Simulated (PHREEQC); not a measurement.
Synthetic water in mmol/kgw, 25 °C, pH 7.64:

| constituent | mmol/kgw |
|---|---|
| Na | 257 |
| K | 38.1 |
| Ca | 3.89 |
| Mg | 27.5 |
| Cl | 210 |
| S(6) | 77.2 |
| Alkalinity (meq/kgw) | 0.0633 |

Valence states are taken as typed.

All values are PHREEQC results (Pitzer model, pitzer.dat), not measurements.

This is a speciation only: nothing precipitates in the calculation.

### Question
What activity of water does the model give?

### Answer
activity of water 0.991.

### Question
In which forms is C present?

### Answer
HCO3- 96 %, CO2 3.0 %, CO3-2 0.9 %, MgCO3 0.6 % of the C.

Species that the database lacks are ignored.
